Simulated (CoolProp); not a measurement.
A single-stage vapour-compression cycle with the fluid: evaporating at 193.15 K (dew point), condensing at 261.15 K (bubble point), superheat 0 K, subcooling 8 K, compressor efficiency 0.7, no pressure losses. The same conditions are run with several fluids, on thermodynamics alone (safety and materials aside).

Computed with CoolProp (reference Helmholtz-energy equation of state of each fluid (CH3F (R41): Lemmon 2006; ethane: Bücker 2006; R115: Lemmon 2016; nitrous oxide: Lemmon 2006; propylene: Lemmon 2013; carbonyl sulfide: Lemmon 2006)).

Q: Rank CH3F (R41), ethane, R115, nitrous oxide, propylene, carbonyl sulfide by cooling COP, highest first.

A: propylene (1.59), carbonyl sulfide (1.53), R115 (1.49), ethane (1.46), CH3F (R41) (1.45), nitrous oxide (1.42)

| fluid | pressure ratio | discharge temperature (K) | refrigerating effect (kJ/kg) | volumetric capacity (kJ/m³) |
|---|---|---|---|---|
| CH3F (R41) | 15.7 | 417.0 | 360 | 734 |
| ethane | 11.2 | 338.5 | 315 | 974 |
| R115 | 28.7 | 287.3 | 84.3 | 84.4 |
| nitrous oxide | 13.8 | 407.7 | 255 | 1190 |
| propylene | 23.0 | 347.4 | 341 | 158 |
| carbonyl sulfide | 22.5 | 436.3 | 257 | 193 |
